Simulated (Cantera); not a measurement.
Charge: 1 mol Si, 1.6 mol Cl₂, 1.8 mol H₂, held at 873 K and 0.100 bar.

Method: chemical equilibrium by Gibbs-energy minimisation in Cantera with the NASA 1993 tables (ideal gas, pure condensed phases). Candidate condensed phases: Si; 19 gas species. The tables' values for SiCl₃ are old estimates; treat these amounts as uncertain. The numbers say what is thermodynamically allowed, not how fast it happens.

Base state: H₂ 0.668, SiCl₄ 0.265, SiHCl₃ 0.0583, HCl 0.00651, SiH₂Cl₂ 0.00117, SiCl₃ 0.000603, SiCl₂ 8.04e-5 (mole fractions); condensed: Si(s).

Q: What changes in the equilibrium state with this change: temperature from 873 K to 998 K?

A: 
| species | before | after |
|---|---|---|
| H₂ | 0.668 | 0.658 |
| SiCl₄ | 0.265 | 0.260 |
| SiHCl₃ | 0.0583 | 0.0544 |
| HCl | 0.00651 | 0.0218 |
| SiCl₂ | 8.04e-5 | 0.00122 |
| SiCl₃ | 0.000603 | 0.00360 |
| Si(s), mol | 0.165 | 0.173 |
